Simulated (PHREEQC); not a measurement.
Copper plating or etch bath: an equilibrium model

Make-up at 25 °C: 30 mmol/kgw Cu(NO3)2, 19 mmol/kgw H2SO4 and 6.1 mmol/kgw H3BO3. Closed to the air; pH follows from the charge balance.

Computed with PHREEQC (ion-association model, phreeqc.dat).

- pH = 1.60
- ionic strength = 0.113 mol/kgw
- specific conductance = 15300 µS/cm
- density = 1.003 g/cm³
- total alkalinity = -38.0 meq/kg

| species | molality | activity | log γ |
|---|---|---|---|
| NO3- | 0.0600 | 0.0446 | -0.129 |
| H+ | 0.0304 | 0.0250 | -0.086 |
| Cu+2 | 0.0253 | 0.00979 | -0.413 |
| HSO4- | 0.00756 | 0.00585 | -0.111 |
| SO4-2 | 0.00674 | 0.00241 | -0.446 |
| H3BO3 | 0.00610 | 0.00626 | 0.011 |
| CuSO4 | 0.00470 | 0.00482 | 0.011 |
| CuOH+ | 5.14e-9 | 3.91e-9 | -0.119 |

This is a speciation only: nothing precipitates in the calculation. Species that the database lacks are ignored.
